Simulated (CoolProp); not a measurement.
A single-stage vapour-compression cycle with dimethyl carbonate: evaporating at 323.15 K (dew point), condensing at 345.15 K (bubble point), superheat 2 K, subcooling 8 K, compressor efficiency 0.7, no pressure losses. Each further row changes one setting.

Values from CoolProp's reference Helmholtz-energy equation of state, Zhou 2011.

| case | cooling COP | pressure ratio | discharge temperature (K) | refrigerating effect (kJ/kg) | volumetric capacity (kJ/m³) |
|---|---|---|---|---|---|
| as stated | 10.1 | 2.36 | 354.9 | 379 | 296 |
| evaporating temperature 328.15 K | 13.5 | [?] | 352.9 | 385 | [?] |
| condensing temperature 340.15 K | [?] | [?] | 348.6 | 388 | 304 |
| subcooling 13 K | 10.4 | 2.36 | 354.9 | 388 | 304 |
| superheat 12 K | 10.1 | 2.36 | 365.2 | [?] | 297 |
| compressor efficiency 0.6 | [?] | 2.36 | [?] | 379 | 296 |

**Question.** Complete the blanks.

**Answer.** 
- evaporating temperature 328.15 K, pressure ratio: 1.92
- evaporating temperature 328.15 K, volumetric capacity (kJ/m³): 366
- condensing temperature 340.15 K, cooling COP: 13.3
- condensing temperature 340.15 K, pressure ratio: 1.96
- superheat 12 K, refrigerating effect (kJ/kg): 392
- compressor efficiency 0.6, cooling COP: 8.66
- compressor efficiency 0.6, discharge temperature (K): 359.6
